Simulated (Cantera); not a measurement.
A Cantera script and its output.

```python
import numpy as np
import cantera as ct

gas = ct.Solution("gri30.yaml")
gas.TPX = 1198, 6100, {'N2O': 1, 'H2': 0.0034, 'N2': 1.6}
reactor = ct.IdealGasConstPressureReactor(gas, energy="off", clone=False)
net = ct.ReactorNet([reactor])
net.rtol, net.atol = 1e-08, 1e-18
show = ['N2O', 'H2', 'O', 'HO2', 'NO', 'OH', 'H']
times = np.geomspace(2e-05, 4, 14)

steps = ct.SolutionArray(gas, extra=["t"])
rows = []
print(f"{'t/s':>10s}{'T/K':>9s}{'P/Pa':>11s}" + "".join(f"{s:>11s}" for s in show))
for t in times:
    while net.time < t:
        t_next = net.step()
        steps.append(gas.state, t=t_next)
    rows.append([np.interp(t, steps.t, y) for y in (steps.T, steps.P, *steps(*show).X.T)])
    print(f"{t:10.3e}{rows[-1][0]:9.1f}{rows[-1][1]:11.4g}" + "".join(f"{x:11.3e}" for x in rows[-1][2:]))
rate = np.gradient(steps.T, steps.t)
print("integrator steps:", len(steps.t))
if steps.T.max() > steps.T[0] + 200:
    print(f"time of steepest temperature rise: {steps.t[rate.argmax()]:.4e} s")
gas.TPX = 1198, 6100, {'N2O': 1, 'H2': 0.0034, 'N2': 1.6}
gas.equilibrate("TP")
print(f"equilibrium (TP): T = {gas.T:.1f} K  " + "  ".join(f"{s} {gas[s].X[0]:.3e}" for s in show))
```

It prints:

```
       t/s      T/K       P/Pa        N2O         H2          O        HO2         NO         OH          H
 2.000e-05   1198.0       6100  3.841e-01  1.306e-03  1.331e-07  3.203e-13  1.106e-09  7.272e-10  5.074e-10
 5.114e-05   1198.0       6100  3.841e-01  1.306e-03  3.185e-07  5.865e-12  6.932e-09  5.254e-09  2.443e-09
 1.308e-04   1198.0       6100  3.841e-01  1.306e-03  6.920e-07  1.053e-10  4.080e-08  3.596e-08  8.931e-09
 3.345e-04   1198.0       6100  3.841e-01  1.306e-03  1.220e-06  1.630e-09  2.087e-07  2.010e-07  2.536e-08
 8.553e-04   1198.0       6100  3.841e-01  1.305e-03  1.549e-06  1.907e-08  8.386e-07  8.156e-07  6.372e-08
 2.187e-03   1198.0       6100  3.841e-01  1.300e-03  1.583e-06  1.591e-07  2.658e-06  2.395e-06  1.507e-07
 5.593e-03   1198.0       6100  3.840e-01  1.273e-03  1.579e-06  9.059e-07  7.597e-06  5.490e-06  3.156e-07
 1.430e-02   1198.0       6100  3.837e-01  1.154e-03  1.597e-06  2.496e-06  2.046e-05  9.098e-06  4.671e-07
 3.658e-02   1198.0       6100  3.830e-01  8.400e-04  1.640e-06  2.622e-06  5.079e-05  9.817e-06  3.658e-07
 9.353e-02   1198.0       6100  3.817e-01  4.012e-04  1.692e-06  1.729e-06  1.228e-04  7.983e-06  1.432e-07
 2.392e-01   1198.0       6100  3.789e-01  9.957e-05  1.716e-06  7.266e-07  3.058e-04  5.308e-06  2.489e-08
 6.117e-01   1198.0       6100  3.728e-01  9.040e-06  1.712e-06  2.306e-07  7.986e-04  3.640e-06  2.705e-09
 1.564e+00   1198.0       6100  3.578e-01  4.803e-08  1.706e-06  9.253e-08  2.049e-03  3.667e-06  1.267e-09
 4.000e+00   1198.0       6100  3.226e-01  3.794e-09  1.694e-06  3.812e-08  4.983e-03  3.881e-06  1.373e-09
integrator steps: 1569
equilibrium (TP): T = 1198.0 K  N2O 3.120e-09  H2 1.359e-10  O 3.923e-08  HO2 5.579e-10  NO 1.746e-04  OH 5.756e-07  H 9.031e-12
```

Model: GRI-Mech 3.0 (53 species, 325 reactions), integrated in Cantera. GRI-Mech 3.0 was tuned for natural gas; its chemistry of N2O as a main component is partial and can be far from experiment. The mechanism lacks the step 2 NO + O2 → 2 NO2, which can matter for NO2 below about 1400 K. The temperature is held fixed by assumption; the heat of reaction is taken as removed at once.
